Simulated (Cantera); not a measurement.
# Al + HCl + N2 (aluminium and copper etching)

Feed: 1 mol Al, a varied amount of HCl, 5.2 mol N2, held at 427 °C and 133 Pa.

These are equilibrium values from Cantera (NASA tables, ideal gas, pure condensed phases), not measurements of a reactor. Candidate condensed phases: Al, AlCl3, AlN, NH4Cl; 20 gas species. Equilibrium is a limit: real reactors are often held back by kinetics, nucleation or transport.

| n(HCl) (mol) | log p N2 | log p HCl | log p H2 | log p AlCl3 | log p Al2Cl6 | n AlN(s) |
|---|---|---|---|---|---|---|
| 2.3 | -3.02 | -3.95 | -3.79 | -3.97 | -6.30 | 0.428 |
| 2.7 | -3.04 | -3.92 | -3.74 | -3.92 | -6.20 | 0.323 |
| 3.2 | -3.06 | -3.88 | -3.69 | -3.87 | -6.10 | 0.193 |
| 3.8 | -3.09 | -3.85 | -3.64 | -3.83 | -6.01 | 0.0349 |
| 4.5 | -3.12 | -3.66 | -3.66 | -3.84 | -6.05 | 0 |
| 5.3 | -3.16 | -3.51 | -3.70 | -3.88 | -6.12 | 0 |
| 6.3 | -3.20 | -3.40 | -3.74 | -3.92 | -6.21 | 0 |
| 7.5 | -3.25 | -3.31 | -3.79 | -3.97 | -6.29 | 0 |
| 8.9 | -3.29 | -3.24 | -3.83 | -4.01 | -6.39 | 0 |
| 11 | -3.35 | -3.17 | -3.89 | -4.07 | -6.51 | 0 |
| 13 | -3.41 | -3.12 | -3.95 | -4.13 | -6.62 | 0 |
| 15 | -3.45 | -3.09 | -3.99 | -4.17 | -6.71 | 0 |
log p: log10 of the partial pressure in bar; n: condensed amount in mol.

From 2.3 mol HCl to 3.8 mol HCl the condensed part is AlN(s). From 4.5 mol HCl to 15 mol HCl nothing is condensed. The main Al-bearing gas is AlCl3 throughout.
